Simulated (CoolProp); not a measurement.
The numbers come from the reference Helmholtz-energy equation of state, Wagner 2002 in CoolProp.

For water, give the phase and the Joule-Thomson coefficient (K/MPa), viscosity (µPa s), conductivity (mW/(m K)) at 903 K and 13.8 MPa; 872.6 K and 1.83 MPa.


- 903 K and 13.8 MPa: gas; Joule-Thomson coefficient 3.05, viscosity 34.6, conductivity 94.3
- 872.6 K and 1.83 MPa: gas; Joule-Thomson coefficient 3.51, viscosity 32.7, conductivity 80.3

Viscosity comes from a separate model (Huber 2009). Thermal conductivity comes from a separate model (Huber 2012).
